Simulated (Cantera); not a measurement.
SiO2 + H2 (hydrogen reduction and annealing atmospheres)

Charge: 1 mol SiO2, 320 mol H2, held at 1075 K and 13.0 mbar.

Method: chemical equilibrium by Gibbs-energy minimisation in Cantera with the NASA 1993 tables (ideal gas, pure condensed phases). Candidate condensed phases: H2O, Si, SiO2; 18 gas species. Equilibrium is a limit: real reactors are often held back by kinetics, nucleation or transport.

```
Quantity                              Value
--------------------------------  ---------
x(H2)                                  1.00
n(SiO2(β-quartz))                 1.000 mol
gas amount                        320.0 mol
log10 activity of Si(s) (absent)      -2.13
```
